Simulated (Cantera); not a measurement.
**Pyrogenic steam for wet oxidation**

An isothermal, constant-pressure homogeneous reactor starts with 24.9 % H₂, 34.1 % O₂, 41.0 % N₂, equivalence ratio 0.36, at 1423 K and 0.276 atm.

Computed with Cantera and the H2/O2 subset of GRI-Mech 3.0, which has no nitrogen chemistry. The temperature is held fixed by assumption; the heat of reaction is taken as removed at once.

```tsv
t (s)	x H₂	x O₂	x H₂O	x O	x H	x HO₂	x OH
2.00e-6	0.249	0.341	3.83e-8	2.86e-8	1.23e-7	1.15e-7	2.37e-8
9.28e-6	0.249	0.341	4.75e-6	1.27e-6	3.96e-6	5.82e-7	9.97e-7
4.31e-5	0.0341	0.229	0.165	0.0500	0.0892	4.85e-5	0.0176
0.000200	0.00679	0.241	0.264	0.0116	0.00904	5.37e-5	0.00881
0.000928	0.000262	0.247	0.283	0.000421	6.12e-5	9.49e-6	0.00169
0.00431	1.65e-5	0.247	0.284	2.89e-5	1.09e-6	8.98e-7	0.000446
0.0200	2.24e-6	0.248	0.285	4.14e-6	5.91e-8	1.98e-7	0.000169
0.0928	7.47e-7	0.248	0.285	1.37e-6	1.17e-8	1.51e-7	9.71e-5
0.431	6.96e-7	0.248	0.285	1.27e-6	1.05e-8	1.51e-7	9.35e-5
2.00	6.96e-7	0.248	0.285	1.27e-6	1.05e-8	1.51e-7	9.35e-5
9.28	6.96e-7	0.248	0.285	1.27e-6	1.05e-8	1.51e-7	9.35e-5
43.1	6.96e-7	0.248	0.285	1.27e-6	1.05e-8	1.51e-7	9.35e-5
200	6.96e-7	0.248	0.285	1.27e-6	1.05e-8	1.51e-7	9.35e-5
```
x: mole fraction; the columns are a selection and need not sum to one.

Equilibrium at this temperature and pressure: H₂ 6.96e-7, O₂ 0.248, H₂O 0.285, O 1.27e-6, H 1.05e-8, HO₂ 1.51e-7, OH 9.35e-5 (gas phase only).
